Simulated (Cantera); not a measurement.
**Low-pressure radical oxidation in H2/O2**

An isothermal, constant-pressure homogeneous reactor starts with H2 : O2 : N2 = 0.087 : 1 : 0.11 (molar parts), at 1148 K and 3.53 Torr.

Computed with Cantera and GRI-Mech 3.0 (53 species, 325 reactions). Radical loss at walls, strong at low pressure, is not modelled. The temperature is held fixed by assumption; the heat of reaction is taken as removed at once.

```tsv
t (s)	x H2	x O2	x NO2	x H2O	x H	x OH
1.00e-5	0.0727	0.835	<1e-12	<1e-12	6.84e-11	1.89e-12
2.55e-5	0.0727	0.835	<1e-12	<1e-12	1.68e-10	1.15e-11
6.52e-5	0.0727	0.835	<1e-12	1.09e-11	3.97e-10	6.62e-11
0.000166	0.0727	0.835	<1e-12	1.47e-10	9.13e-10	3.33e-10
0.000425	0.0727	0.835	<1e-12	1.78e-9	2.51e-9	1.56e-9
0.00108	0.0727	0.835	<1e-12	2.73e-8	1.54e-8	1.19e-8
0.00277	0.0727	0.835	<1e-12	2.28e-6	9.78e-7	7.84e-7
0.00707	0.0376	0.813	<1e-12	0.0262	0.0121	0.00572
0.0181	0.00168	0.785	<1e-12	0.0611	0.0164	0.00376
0.0461	0.00147	0.792	<1e-12	0.0634	0.0132	0.00353
0.118	0.00107	0.803	1.43e-12	0.0675	0.00775	0.00303
0.300	0.000501	0.818	3.55e-12	0.0721	0.00234	0.00209
0.767	0.000127	0.826	1.10e-11	0.0745	0.000290	0.00105
1.96	2.22e-5	0.829	3.34e-11	0.0751	2.13e-5	0.000441
5.00	3.95e-6	0.829	6.26e-11	0.0753	1.61e-6	0.000187
```
x: mole fraction; the columns are a selection and need not sum to one.

Equilibrium at this temperature and pressure: H2 4.99e-9, O2 0.829, NO2 2.67e-7, H2O 0.0754, H 7.43e-11, OH 6.71e-6 (gas phase only).
